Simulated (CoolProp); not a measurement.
Values from CoolProp's reference Helmholtz-energy equation of state, Thol 2017.

Q: Give the vapour pressure (bar), liquid density (kg/m³), vapour density (kg/m³), enthalpy of vaporisation (kJ/kg) of saturated octamethyltrisiloxane (MDM) at 433 K.

A: 
```csv
T (K),p (bar),liquid density (kg/m³),vapour density (kg/m³),enthalpy of vaporisation (kJ/kg)
433,1.22,666,8.79,149
```
